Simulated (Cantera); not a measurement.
An adiabatic, constant-volume homogeneous reactor starts with 26.3 % H2, 15.5 % O2, 58.2 % N2, equivalence ratio 0.85, at 1248 K and 1.00 bar.

Model: the H2/O2 subset of GRI-Mech 3.0, which has no nitrogen chemistry, integrated in Cantera.

**Question.** Predict: time of steepest temperature rise; temperature at 1.00 s; equilibrium temperature; x(H2) at 1.00 s; x(O2) at 1.00 s; x(OH) at 1.00 s; x(H) at 1.00 s; x(O) at 1.00 s; x(H2O) at 1.00 s.

**Answer.** 
- time of steepest temperature rise: 34.8 µs
- temperature at 1.00 s: 2902 K
- equilibrium temperature: 2902 K
- x(H2) at 1.00 s: 0.0300 (gas-phase equilibrium 0.0300)
- x(O2) at 1.00 s: 0.0308 (gas-phase equilibrium 0.0308)
- x(OH) at 1.00 s: 0.0339 (gas-phase equilibrium 0.0339)
- x(H) at 1.00 s: 0.0140 (gas-phase equilibrium 0.0140)
- x(O) at 1.00 s: 0.00976 (gas-phase equilibrium 0.00976)
- x(H2O) at 1.00 s: 0.238 (gas-phase equilibrium 0.238)
